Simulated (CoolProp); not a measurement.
Model: reference Helmholtz-energy equation of state, Akasaka 2023, in CoolProp.

### Question
For R1224YDZ, give the phase and the cp (kJ/(kg K)), isothermal compressibility (1/MPa), expansivity (1/kK), fugacity coefficient at 369.6 K and 41.7 bar.

### Answer
- 369.6 K and 41.7 bar: liquid; cp 1.31, isothermal compressibility 0.00789, expansivity 3.14, fugacity coefficient 0.238
